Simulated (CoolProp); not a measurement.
A single-stage vapour-compression cycle with 1,2-dichloroethane: evaporating at 308.15 K (dew point), condensing at 355.15 K (bubble point), superheat 2 K, subcooling 5 K, compressor efficiency 0.75, no pressure losses. Each further row changes one setting.

The numbers come from the reference Helmholtz-energy equation of state, Thol 2015 in CoolProp.

```tsv
case	cooling COP	pressure ratio	discharge temperature (K)	refrigerating effect (kJ/kg)	volumetric capacity (kJ/m³)
as stated	4.49	5.81	387.3	295	190
evaporating temperature 313.15 K	5.17	[?]	[?]	299	236
condensing temperature 350.15 K	[?]	4.94	[?]	302	194
subcooling 10 K	[?]	5.81	387.3	302	194
superheat 12 K	4.47	5.81	398.7	[?]	189
compressor efficiency 0.65	[?]	5.81	[?]	295	190
```

Some entries are withheld; supply them.


- evaporating temperature 313.15 K, pressure ratio: 4.68
- evaporating temperature 313.15 K, discharge temperature (K): 383.2
- condensing temperature 350.15 K, cooling COP: 5.09
- condensing temperature 350.15 K, discharge temperature (K): 379.9
- subcooling 10 K, cooling COP: 4.59
- superheat 12 K, refrigerating effect (kJ/kg): 304
- compressor efficiency 0.65, cooling COP: 3.89
- compressor efficiency 0.65, discharge temperature (K): 398.2
